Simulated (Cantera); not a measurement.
## SiH4 + H2O + H2 (silicon oxide and oxynitride deposition)

Input: 1 mol SiH4, 0.35 mol H2O, 3.9 mol H2, at 1330 Pa.

Cantera equilibrium calculation (NASA polynomials, part measured and part estimated; ideal gas, pure solids and liquids). Candidate condensed phases: H2O, Si, SiO2; 18 gas species. Mutual solubility and eutectic melting of coexisting phases are not modelled. The tables hold silica as quartz up to 1696 K and as liquid above; real silica turns to tridymite and cristobalite and melts near 1996 K. Gases not in the tables: Si2H6 and higher silanes. Equilibrium is a limit: real reactors are often held back by kinetics, nucleation or transport.

```tsv
T (K)	log p H2	log p SiO	log p H	log p Si	log p SiH2	log p SiH	log p H2O	n Si(s)	n SiO2(β-quartz)	n Si(l)
1273	-1.88	-5.41	-7.08	-10.74	-9.20	-10.70	-8.61	0.824	0.174	0
1323	-1.88	-4.88	-6.74	-10.05	-8.82	-10.12	-8.29	0.822	0.172	0
1373	-1.88	-4.39	-6.42	-9.41	-8.48	-9.59	-8.00	0.815	0.165	0
1423	-1.88	-3.93	-6.12	-8.82	-8.16	-9.10	-7.74	0.797	0.147	0
1473	-1.89	-3.50	-5.84	-8.26	-7.86	-8.65	-7.49	0.750	0.0996	0
1523	-1.90	-3.15	-5.59	-7.74	-7.60	-8.23	-7.32	0.650	0	0
1573	-1.90	-3.15	-5.34	-7.26	-7.33	-7.83	-7.47	0.650	0	0
1623	-1.90	-3.15	-5.11	-6.81	-7.09	-7.45	-7.61	0.650	0	0
1673	-1.90	-3.15	-4.89	-6.38	-6.86	-7.10	-7.75	0.650	0	0
1723	-1.90	-3.15	-4.69	-6.01	-6.67	-6.80	-7.84	0	0	0.649
1773	-1.90	-3.15	-4.50	-5.67	-6.51	-6.53	-7.92	0	0	0.649
```
log p: log10 of the partial pressure in bar; n: condensed amount in mol.

From 1273 K to 1473 K the condensed part is Si(s) + SiO2(β-quartz). From 1523 K to 1673 K the condensed part is Si(s). From 1723 K to 1773 K the condensed part is Si(l). The main Si-bearing gas is SiO throughout.
